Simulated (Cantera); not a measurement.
An adiabatic, constant-volume homogeneous reactor starts with 27.1 % CO, 1.06 % H2, 4.33 % CH4, 14.2 % O2, 53.3 % N2, equivalence ratio 1.6, at 1225 K and 490000 Pa.

Computed with Cantera and GRI-Mech 3.0 (53 species, 325 reactions). Above 3000 K some thermodynamic fits are extrapolated.

One state of this run: T (K) = 2999; P (bar) = 11.6; x CO = 0.185; x H2 = 0.0140; x CH4 = <1e-12; x HCO = 9.05e-7; x O = 0.00249; x OH = 0.0103; x H = 0.00553. x: mole fraction; the columns are a selection and need not sum to one.

Question: Which value of t (s) does it belong to?
A. 7.27e-6
B. 0.000348
C. 0.220
D. 2.64e-5

Answer: C, 0.220
